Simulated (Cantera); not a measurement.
Input: 1 mol n-butane, 5.4 mol H2O, 0.54 mol CO2, equilibrated at 925 °C and 0.000720 bar.

Method: chemical equilibrium by Gibbs-energy minimisation in Cantera with the NASA 1993 tables (ideal gas, pure condensed phases). Candidate condensed phases: C, C6H6, C7H8, C8H18, H2O; 110 gas species. Rates play no part.

Base state: H2 0.599, CO 0.272, H2O 0.0975, CO2 0.0324 (mole fractions); condensed: gas only.

Task: What changes in the equilibrium state with this change: n-butane replaced by CH3OH?

Result: 
```
species  before   after
-------  ------  ------
H2O      0.0975   0.560
H2        0.599   0.268
CO2      0.0324   0.104
CO        0.272  0.0680
```
